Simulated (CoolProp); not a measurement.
Vapour-liquid equilibrium of R134a (1) + R152A (2) at 7.96 kPa; x and y are mole fractions of (1).

The numbers come from the multi-fluid Helmholtz-energy mixture model, Tillner-Roth 1994 and Outcalt 1996; pair parameters Lemmon 2004 in CoolProp.

```csv
x,"bubble temperature, mixture model (K)","bubble temperature, Raoult's law (K)","y, mixture model","y, Raoult's law"
0.05,203.9,203.7,0.038,0.052
0.15,204.2,203.6,0.125,0.156
0.25,204.5,203.6,0.227,0.258
0.35,204.6,203.5,0.338,0.360
0.45,204.7,203.4,0.454,0.461
0.55,204.6,203.4,0.572,0.561
0.65,204.4,203.3,0.685,0.660
0.75,204.1,203.3,0.790,0.758
0.85,203.7,203.2,0.883,0.855
0.95,203.3,203.1,0.964,0.952
```

The largest gap from Raoult's law is +1.3 K in bubble temperature, at x = 0.45. y crosses x between x = 0.35 and 0.45: the model has an azeotrope there.

The pair parameters rest on a limited set of measurements; away from them the model extrapolates.
